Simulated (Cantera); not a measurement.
A perfectly stirred reactor is fed with CH4 : C2H6 : O2 : N2 = 1 : 0.36 : 2.96 : 11.1 (molar parts), equivalence ratio 1.1, at 825 Torr; it is adiabatic with a 775 K inlet, and is followed from long to short residence time, starting on the burning branch (τ in s: 0.05, 0.025, 0.012, 0.006, 0.003, 0.0015, 0.00073, 0.00036, 0.00018, 8.9e-05, 4.4e-05, 2.2e-05, 1.1e-05).

Model: GRI-Mech 3.0 (53 species, 325 reactions), integrated in Cantera.

**Question.** Predict: blow-out, bracketed by the residence times tried; x(CH4) at τ = 50.0 ms; x(C2H6) at τ = 50.0 ms; x(O2) at τ = 50.0 ms; x(CH3) at τ = 50.0 ms; x(CO) at τ = 50.0 ms; x(CH4) at τ = 0.730 ms; x(C2H6) at τ = 0.730 ms; x(O2) at τ = 0.730 ms; x(CH3) at τ = 0.730 ms; x(CO) at τ = 0.730 ms.

**Answer.** 
```json
{
 "blow_out_bracketed_by_the_residence_times_tried": "burning at 44.0 µs, out at 22.0 µs",
 "x(CH4) at τ = 50.0 ms": "1.78e-6",
 "x(C2H6) at τ = 50.0 ms": "5.97e-8",
 "x(O2) at τ = 50.0 ms": "0.00431",
 "x(CH3) at τ = 50.0 ms": "1.87e-6",
 "x(CO) at τ = 50.0 ms": "0.0364",
 "x(CH4) at τ = 0.730 ms": "5.16e-5",
 "x(C2H6) at τ = 0.730 ms": "3.71e-6",
 "x(O2) at τ = 0.730 ms": "0.0118",
 "x(CH3) at τ = 0.730 ms": "4.51e-5",
 "x(CO) at τ = 0.730 ms": "0.0445"
}
```
